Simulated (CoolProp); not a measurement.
Octamethylcyclotetrasiloxane (D4) at several states: density (kg/m³) from the reference equation and from simpler models built on Tc = 313.4 °C, pc = 13.47 bar, ω = 0.598; each cubic takes its own stable root.

Values from CoolProp's reference Helmholtz-energy equation of state, Thol 2015.

```json
[
 {"T (°C)": "155.05", "p (bar)": "39.1", "phase": "liquid", "reference": "808.7"},
 {"T (°C)": "66.65", "p (bar)": "0.51", "phase": "liquid", "reference": "902.8"},
 {"T (°C)": "178.65", "p (bar)": "1.85", "phase": "liquid", "reference": "761.7"},
 {"T (°C)": "213.25", "p (bar)": "4.99", "phase": "liquid", "reference": "711.4"},
 {"T (°C)": "94.45", "p (bar)": "0.177", "phase": "liquid", "reference": "869.9"},
 {"T (°C)": "344.55", "p (bar)": "0.432", "phase": "gas", "reference": "2.518"}
]
```

Q: How far does each simpler model (van der Waals, Redlich-Kwong, Peng-Robinson) lie from the reference over these 6 states: mean and median of the absolute difference, and the worst?

A: 
- van der Waals: mean 71.5 %, median 95.7 %, worst -99.8 % at 94.45 °C and 0.177 bar
- Redlich-Kwong: mean 41.2 %, median 18.0 %, worst -99.8 % at 94.45 °C and 0.177 bar
- Peng-Robinson: mean 1.7 %, median 1.6 %, worst +3.7 % at 155.05 °C and 39.1 bar

At some of these states van der Waals, Redlich-Kwong gives the other phase, because its saturation line lies elsewhere.
